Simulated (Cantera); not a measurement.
A closed system holds: 1 mol FeS, 4.5 mol O2, 5.8 mol CO2, at 7800 Pa.

Equilibrium computed with Cantera from the NASA thermochemical tables; the gas is ideal and each condensed phase is pure. Candidate condensed phases: C, Fe, Fe(CO)5, FeO, FeS, FeSO4, FeS2, Fe2O3, Fe2(SO4)3, Fe3O4, S; 25 gas species. The numbers say what is thermodynamically allowed, not how fast it happens. All values below are at 1298 K.

Base state: CO2 0.608, O2 0.287, SO2 0.103, SO3 0.00191 (mole fractions); condensed: Fe2O3(s).

Problem. What changes in the equilibrium state with this change: O2 from 4.5 to 1.7 mol?

Solution. 
```tsv
species	before	after
CO2	0.608	0.853
SO2	0.103	0.147
O2	0.287	0.000198
CO	5.97e-7	3.19e-5
SO3	0.00191	7.15e-5
Fe2O3(s), mol	0.500	0.191
Fe3O4(s), mol	0	0.206
```
Mutual solubility and eutectic melting of coexisting phases are not modelled.

Problem. What changes in the equilibrium state with this change: O2 from 4.5 to 0.12 mol?

Solution. 
| species | before | after |
|---|---|---|
| CO2 | 0.608 | 0.855 |
| CO | 5.97e-7 | 0.0951 |
| SO2 | 0.103 | 0.0367 |
| O2 | 0.287 | <1e-9 |
| S2 | <1e-9 | 0.0117 |
| COS | <1e-9 | 0.00104 |
| SO3 | 0.00191 | 6.00e-9 |
| S2O | <1e-9 | 0.000189 |
| SO | 5.57e-9 | 0.000225 |
| Fe2O3(s), mol | 0.500 | 0 |
| FeO(s), mol | 0 | 0.376 |
| FeS(s), mol | 0 | 0.624 |
Metal and sulfide melt together well below either melting point, which pure phases cannot show. Mutual solubility and eutectic melting of coexisting phases are not modelled. The tables' stoichiometric FeO is somewhat more stable than real wüstite, so its field is too wide. FeO, FeS: taken at fixed stoichiometry. Gases not in the tables: S3 to S7.
